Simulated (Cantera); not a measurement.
Feed: 1 mol Si, 0.01 mol H2O, 33 mol H2, 0.44 mol O2, equilibrated at 2198 K and 1 atm.

These are equilibrium values from Cantera (NASA tables, ideal gas, pure condensed phases), not measurements of a reactor. Candidate condensed phases: H2O, Si, SiO2; 18 gas species. Gases not in the tables: Si2H6 and higher silanes. Rates play no part.

Base state: H2 0.968, SiO 0.0262, H 0.00544, Si 0.000357, SiH2 0.000286, SiH 0.000157, H2O 1.11e-5 (mole fractions); condensed: Si(l).

**Question.** What changes in the equilibrium state with this change: Si replaced by SiC?

**Answer.** 
```tsv
species	before	after
H2	0.968	0.968
CO	0	0.0134
SiO	0.0262	0.0128
Si	0.000357	0.000313
C2H2 (acetylene)	0	3.63e-5
CH4	0	3.05e-5
Si2C	0	1.82e-5
H2O	1.11e-5	6.19e-6
SiH	0.000157	0.000138
Si(l), mol	0.0826	0
SiC(s), mol	0	0.540
```
Further candidate phases: C, C6H6, C7H8, C8H18, SiC.
